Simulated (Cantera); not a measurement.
A perfectly stirred reactor is fed with CH₄ : CO₂ = 1 : 3.2 (molar parts), at 1.01 bar; it is held at 2198 K, and followed from long to short residence time.

Model: GRI-Mech 3.0 (53 species, 325 reactions), integrated in Cantera.

Question: Predict: x(CH₄) at τ = 9.50 s; x(CO₂) at τ = 9.50 s; x(O₂) at τ = 9.50 s; x(CH₃) at τ = 9.50 s; x(HO₂) at τ = 9.50 s; x(CH₄) at τ = 16.0 ms; x(CO₂) at τ = 16.0 ms; x(O₂) at τ = 16.0 ms; x(CH₃) at τ = 16.0 ms; x(HO₂) at τ = 16.0 ms.

Answer: 
| Property | Result |
|---|---|
| x(CH₄) at τ = 9.50 s | 1.74e-6 |
| x(CO₂) at τ = 9.50 s | 0.157 |
| x(O₂) at τ = 9.50 s | 3.14e-6 |
| x(CH₃) at τ = 9.50 s | 4.92e-7 |
| x(HO₂) at τ = 9.50 s | 1.98e-9 |
| x(CH₄) at τ = 16.0 ms | 0.00183 |
| x(CO₂) at τ = 16.0 ms | 0.164 |
| x(O₂) at τ = 16.0 ms | 1.44e-6 |
| x(CH₃) at τ = 16.0 ms | 0.000374 |
| x(HO₂) at τ = 16.0 ms | 1.01e-9 |
